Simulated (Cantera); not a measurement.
A closed system holds: 1 mol B, 3.8 mol NH3, held at 900 K and 0.743 Torr.

Method: chemical equilibrium by Gibbs-energy minimisation in Cantera with the NASA 1993 tables (ideal gas, pure condensed phases). Candidate condensed phases: B, BN; 15 gas species. Rates play no part.

Base state: H2 0.803, N2 0.197 (mole fractions); condensed: BN(s).

Problem. What changes in the equilibrium state with this change: B replaced by B2O3?

Solution. 
```tsv
species	before	after
H2	0.803	0.750
N2	0.197	0.250
H2O	0	0.000471
BN(s), mol	1.00	0.00239
B2O3(l), mol	0	0.999
```
Further candidate phases: B2O3, B3O3H3, H2O.
